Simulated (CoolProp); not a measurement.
Saturation properties of CF4 (R14) (Tc = 227.4 K, pc = 37.62 bar, ω = 0.178).

Computed with CoolProp (reference Helmholtz-energy equation of state, Platzer 1990). This equation is an older, rougher fit; its heat capacities, sound speeds and derivatives of the liquid may be far off and weren't checked against measurements.

```csv
T (K),p (bar),vapour density (kg/m³),enthalpy of vaporisation (kJ/kg),liquid viscosity (µPa s),vapour viscosity (µPa s)
163,3.063,21.62,123.7,172,10.0
167.5,3.884,27.13,120.6,161,10.4
172,4.859,33.70,117.3,150,10.8
176.5,6.007,41.49,113.8,140,11.2
181,7.344,50.69,110.0,131,11.6
185.5,8.890,61.54,105.9,123,12.0
190,10.66,74.36,101.5,115,12.5
194.4,12.64,89.17,96.81,107,13.0
198.9,14.92,107.2,91.54,99.6,13.6
203.4,17.50,128.8,85.68,92.3,14.3
207.9,20.40,155.3,79.06,85.0,15.1
212.4,23.64,188.5,71.38,77.6,16.0
216.9,27.27,232.1,62.11,69.8,17.3
```

It boils at 145.1 K under 1 atm.

Viscosity comes from a separate model (Huber 2003), an estimate that may be off by 10 % or more.
